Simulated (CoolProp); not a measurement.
The fluid at 298.15 K and 1.42 MPa is throttled through a valve to 0.538 MPa with no heat exchange. The same conditions are run with several fluids, on thermodynamics alone (safety and materials aside).

Values from CoolProp's reference Helmholtz-energy equation of state of each fluid (water: Wagner 2002; C3F8 (R218): Lemmon 2006; propyne: Polt 1992; decamethyltetrasiloxane (MD2M): Thol 2017; R245fa: Akasaka 2015). The equations of Platzer and Polt are older, rougher fits.

```
fluid                           temperature change (K)                       final phase  final density (kg/m³)
------------------------------  ----------------------  --------------------------------  ---------------------
water                                             +0.2                            liquid                      …
C3F8 (R218)                                          …  two-phase, vapour fraction 0.219                    209
propyne                                              …                                 …                      …
decamethyltetrasiloxane (MD2M)                    +0.4                            liquid                    849
R245fa                                            +0.2                            liquid                      …
```

Problem. What belongs in the gaps?

Solution. 
- water, final density (kg/m³): 997
- C3F8 (R218), temperature change (K): -16.7
- propyne, temperature change (K): -2.7
- propyne, final phase: two-phase, vapour fraction 0.014
- propyne, final density (kg/m³): 331
- R245fa, final density (kg/m³): 1340
